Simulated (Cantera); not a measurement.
**Low-pressure radical oxidation in H2/O2**

An isothermal, constant-pressure homogeneous reactor starts with 1.27 % H2, 30.9 % O2, 67.9 % N2, equivalence ratio 0.021, at 1350 K and 20.0 Torr.

Detailed kinetics in Cantera: the H2/O2 subset of GRI-Mech 3.0, which has no nitrogen chemistry. Radical loss at walls, strong at low pressure, is not modelled.

```json
[
 {"t (s)": "0.000100", "x H2": "0.0127", "x O2": "0.309", "x HO2": "8.91e-9", "x H2O": "2.13e-9", "x H2O2": "2.86e-12"},
 {"t (s)": "0.000228", "x H2": "0.0127", "x O2": "0.309", "x HO2": "2.03e-8", "x H2O": "1.85e-8", "x H2O2": "1.43e-11"},
 {"t (s)": "0.000521", "x H2": "0.0127", "x O2": "0.309", "x HO2": "4.67e-8", "x H2O": "2.26e-7", "x H2O2": "6.78e-11"},
 {"t (s)": "0.00119", "x H2": "0.0126", "x O2": "0.309", "x HO2": "1.33e-7", "x H2O": "1.28e-5", "x H2O2": "3.14e-10"},
 {"t (s)": "0.00271", "x H2": "0.00255", "x O2": "0.300", "x HO2": "1.26e-6", "x H2O": "0.00805", "x H2O2": "6.72e-8"},
 {"t (s)": "0.00620", "x H2": "0.000172", "x O2": "0.298", "x HO2": "9.62e-7", "x H2O": "0.0112", "x H2O2": "2.71e-8"},
 {"t (s)": "0.0141", "x H2": "0.000156", "x O2": "0.298", "x HO2": "9.30e-7", "x H2O": "0.0113", "x H2O2": "2.66e-8"},
 {"t (s)": "0.0323", "x H2": "0.000128", "x O2": "0.299", "x HO2": "8.63e-7", "x H2O": "0.0116", "x H2O2": "2.55e-8"},
 {"t (s)": "0.0737", "x H2": "8.52e-5", "x O2": "0.301", "x HO2": "7.29e-7", "x H2O": "0.0119", "x H2O2": "2.28e-8"},
 {"t (s)": "0.168", "x H2": "4.07e-5", "x O2": "0.303", "x HO2": "5.11e-7", "x H2O": "0.0123", "x H2O2": "1.74e-8"},
 {"t (s)": "0.384", "x H2": "1.35e-5", "x O2": "0.304", "x HO2": "2.71e-7", "x H2O": "0.0125", "x H2O2": "1.02e-8"},
 {"t (s)": "0.876", "x H2": "3.59e-6", "x O2": "0.304", "x HO2": "1.08e-7", "x H2O": "0.0126", "x H2O2": "4.59e-9"},
 {"t (s)": "2.00", "x H2": "9.15e-7", "x O2": "0.304", "x HO2": "3.73e-8", "x H2O": "0.0127", "x H2O2": "1.70e-9"}
]
```
x: mole fraction; the columns are a selection and need not sum to one.

Equilibrium at this temperature and pressure: H2 2.90e-8, O2 0.304, HO2 1.13e-8, H2O 0.0127, H2O2 9.09e-11 (gas phase only).
